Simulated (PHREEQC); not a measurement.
# Nickel, zinc or cadmium bath: speciation

Make-up at 20 °C: 0.1 mol NiCl2, 0.018 mol NaCl and 0.0012 mol FeSO4 per kg of water. Closed to the air; pH follows from the charge balance.

Model: ion-association model, wateq4f.dat, run in PHREEQC.

```json
{
  "pH": "5.79",
  "ionic_strength": "0.285 mol/kgw"
}
```

```json
[
 {"species": "Cl-", "molality": "0.199", "activity": "0.136", "log γ": "-0.163"},
 {"species": "Ni+2", "molality": "0.0840", "activity": "0.0247", "log γ": "-0.531"},
 {"species": "Na+", "molality": "0.0180", "activity": "0.0131", "log γ": "-0.137"},
 {"species": "NiCl+", "molality": "0.0115", "activity": "0.00846", "log γ": "-0.133"},
 {"species": "NiCl2", "molality": "0.00392", "activity": "0.00419", "log γ": "0.029"},
 {"species": "Fe+2", "molality": "0.00111", "activity": "0.000329", "log γ": "-0.527"},
 {"species": "NiSO4", "molality": "0.000622", "activity": "0.000665", "log γ": "0.029"},
 {"species": "SO4-2", "molality": "0.000558", "activity": "0.000144", "log γ": "-0.588"},
 {"species": "FeCl+", "molality": "8.62e-5", "activity": "6.19e-5", "log γ": "-0.144"},
 {"species": "NaSO4-", "molality": "1.26e-5", "activity": "9.17e-6", "log γ": "-0.139"},
 {"species": "FeSO4", "molality": "7.19e-6", "activity": "7.68e-6", "log γ": "0.029"},
 {"species": "H+", "molality": "2.05e-6", "activity": "1.61e-6", "log γ": "-0.105"},
 {"species": "NiOH+", "molality": "2.00e-6", "activity": "1.48e-6", "log γ": "-0.133"},
 {"species": "FeOH+", "molality": "6.13e-8", "activity": "4.40e-8", "log γ": "-0.144"},
 {"species": "HSO4-", "molality": "2.86e-8", "activity": "2.02e-8", "log γ": "-0.151"}
]
```

No solid was allowed to form.
